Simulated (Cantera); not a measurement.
Cantera with NASA thermochemical tables; ideal gases at 1 bar, condensed phases pure. Values are per mole of reaction as written; species without (g) are pure solids or liquids, kept so even where they would boil at 1 bar.

Task: Between 400 and 650 K, where is each reaction favourable under standard conditions?
- 4 PH₃(g) + 11 NO₂(g) → 12 OH(g) + P₄O₁₀ + 11 N(g)

Result: 
- 4 PH₃(g) + 11 NO₂(g) → 12 OH(g) + P₄O₁₀ + 11 N(g): ΔG° is 2005 kJ at 400 K and 1814 kJ at 650 K; it stays positive (K < 1). ΔH° is 2342 kJ and ΔS° 811 J/K at 650 K.
